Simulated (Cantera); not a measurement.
Feed: 1 mol B2H6, 0.12 mol O2, held at 0.0975 Torr.

Method: chemical equilibrium by Gibbs-energy minimisation in Cantera with the NASA 1993 tables (ideal gas, pure condensed phases). Candidate condensed phases: B, B2O3, B3O3H3, H2O; 23 gas species. The feed counts by its element totals alone. Mutual solubility and eutectic melting of coexisting phases are not modelled. The numbers say what is thermodynamically allowed, not how fast it happens. All values below are at 1100 K.

Base state: H2 0.999, HBO 0.000784, B3O3H3 7.49e-5, B2O2 2.04e-5 (mole fractions); condensed: B(s) + B2O3(l).

### Question
What changes in the equilibrium state with this change: pressure from 0.0975 Torr to 113 Torr?

### Answer
| species | before | after |
|---|---|---|
| H2 | 0.999 | 0.997 |
| B3O3H3 | 7.49e-5 | 0.00254 |
| HBO | 0.000784 | 2.31e-5 |
| B2O2 | 2.04e-5 | 1.77e-8 |
| B(s), mol | 1.84 | 1.83 |
| B2O3(l), mol | 0.0789 | 0.0724 |
